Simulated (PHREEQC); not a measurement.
A column of 0.2 m (30 cells, dispersivity 0.007 m, 3600 s a shift, diffusion coefficient 3e-10 m²/s) holds 0.0038 eq of the database's cation exchanger X per kg of pore water, first in equilibrium with 9.9 mmol/kgw KCl, 0.53 mmol/kgw NaCl and 0.01 mmol/kgw HCl. It is flushed with 0.0013 mol KBr, 0.0051 mol MnCl2 and 1e-05 mol HCl per kg of water, at 40 °C. Values are for the last cell. The system is closed to CO2. No solid was allowed to form.

Computed with PHREEQC (ion-association model, phreeqc.dat).

Problem. Predict Na in solution (mol/kgw), K in solution (mol/kgw), NaX on the exchanger (mol/kgw) at pore volumes = 1.817, 2.917.

Solution. 
| pore volumes | Na in solution (mol/kgw) | K in solution (mol/kgw) | NaX on the exchanger (mol/kgw) |
|---|---|---|---|
| 1.817 | 7.31e-6 | 0.00183 | 2.15e-7 |
| 2.917 | 9.50e-9 | 0.00130 | 2.75e-10 |

Complexes and solids missing from the database can't appear. At this temperature some constants are extrapolated from 25 °C, and those without enthalpy data are left unchanged.
